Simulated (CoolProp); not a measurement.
Vapour-liquid equilibrium of R134a (1) + R227EA (2) at 0.495 MPa; x and y are mole fractions of (1).

Model: multi-fluid Helmholtz-energy mixture model, Tillner-Roth 1994 and Lemmon 2016; pair parameters Bell 2016, in CoolProp.

```
x      bubble temperature, mixture model (°C)  bubble temperature, Raoult's law (°C)  y, mixture model  y, Raoult's law
-----  --------------------------------------  -------------------------------------  ----------------  ---------------
0.05                                     26.8                                   27.0             0.073            0.071
0.125                                     ___                                   25.9             0.175            0.173
0.2                                      24.1                                   24.9             0.269            0.268
0.275                                    22.9                                   23.8             0.356            0.357
0.35                                     21.9                                   22.9             0.436            0.441
0.425                                    20.8                                   21.9             0.511            0.520
0.5                                       ___                                   21.0             0.582            0.595
0.575                                    19.1                                   20.1             0.650            0.665
0.65                                     18.3                                   19.2             0.714            0.732
0.725                                     ___                                   18.3             0.777            0.795
0.8                                      16.9                                   17.5             0.838            0.855
0.875                                     ___                                   16.7             0.899            0.912
0.95                                     15.8                                   15.9             0.959            0.966
```

Task: Fill in the missing entries.

Result: 
- 0.125, bubble temperature, mixture model (°C): 25.4
- 0.5, bubble temperature, mixture model (°C): 19.9
- 0.725, bubble temperature, mixture model (°C): 17.6
- 0.875, bubble temperature, mixture model (°C): 16.3

The largest gap from Raoult's law is -1.1 K in bubble temperature, at x = 0.425. No azeotrope shows between x = 0.05 and 0.95.

Pair parameters are fitted to limited data, so mixtures are less certain than the pure fluids.
